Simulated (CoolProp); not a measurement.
Ethane along the isobar 19.1 MPa: Z from the reference equation and from simpler models built on Tc = 305.3 K, pc = 4.872 MPa, ω = 0.099; each cubic takes its own stable root.

Model: reference Helmholtz-energy equation of state, Bücker 2006, in CoolProp.

```
T (K)          phase  reference  van der Waals  Redlich-Kwong  Soave-Redlich-Kwong
-----  -------------  ---------  -------------  -------------  -------------------
216.9         liquid     0.6071         0.8814         0.6280               0.6245
228.1         liquid     0.5918         0.8531         0.6132               0.6094
239.3         liquid     0.5791         0.8283         0.6014               0.5973
250.6         liquid     0.5686         0.8065         0.5920               0.5880
261.8         liquid     0.5605         0.7877         0.5853               0.5815
273.1         liquid     0.5546         0.7713         0.5810               0.5776
284.3         liquid     0.5511         0.7575         0.5792               0.5766
295.5         liquid     0.5499         0.7459         0.5797               0.5783
306.8  supercritical     0.5512         0.7364         0.5828               0.5830
318    supercritical     0.5553         0.7289         0.5883               0.5908
329.3  supercritical     0.5623         0.7234         0.5964               0.6019
340.5  supercritical     0.5726         0.7198         0.6071               0.6161
351.7  supercritical     0.5863         0.7180         0.6202               0.6336
363    supercritical     0.6038         0.7180         0.6359               0.6542
```
